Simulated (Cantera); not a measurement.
# Catalytic stagnation flow on Pt

A jet of CH4 : O2 : N2 = 0.016 : 0.1 : 0.79 (molar parts), equivalence ratio 0.32 at 300 K and 0.0405 atm hits a platinum plate 7.4 cm away at a mass flux of 0.023 kg/m²/s; the plate temperature is set and raised in steps from an oxygen-covered start.

Model: Deutschmann's 1995 Pt surface mechanism with GRI-Mech 3.0 gas chemistry, integrated in Cantera. Catalytic surfaces can have several steady states; this one follows from the mechanism file's or the stated starting coverage.

```csv
plate T (K),wall x CH4,wall x O2,wall x H2O,wall x OH,wall x CO,wall x CO2,θ free Pt,θ O*
900,0.0102,0.0946,0.0139,3.18e-8,4.41e-6,0.00906,0.248,0.752
950,0.00773,0.0893,0.0185,9.98e-8,4.64e-6,0.0121,0.321,0.678
1000,0.00587,0.0854,0.0219,2.69e-7,4.80e-6,0.0143,0.396,0.604
1050,0.00457,0.0827,0.0243,6.44e-7,5.02e-6,0.0159,0.468,0.531
1100,0.00366,0.0808,0.0259,1.39e-6,5.36e-6,0.0169,0.537,0.462
1150,0.00302,0.0795,0.0270,2.78e-6,5.87e-6,0.0177,0.602,0.398
```
x: mole fraction at the wall; θ: surface coverage.
